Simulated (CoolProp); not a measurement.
Vapour-liquid equilibrium of propane (1) + R236EA (2) at 311 kPa; x and y are mole fractions of (1).

Values from CoolProp's multi-fluid Helmholtz-energy mixture model, Lemmon 2009 and Rui 2013; pair parameters Bell 2016.

Problem. Give the bubble temperature and the first vapour's composition at x = 0.35, 0.65, 0.95. Is there an azeotrope?

Solution. x = 0.35: -8.0 °C, y = 0.848; x = 0.65: -10.7 °C, y = 0.877; x = 0.95: -12.9 °C, y = 0.961. No azeotrope shows between x = 0.05 and 0.95.

The pair parameters rest on a limited set of measurements; away from them the model extrapolates. With so large a gap from Raoult's law the liquid may split in two, which this calculation doesn't test in full.
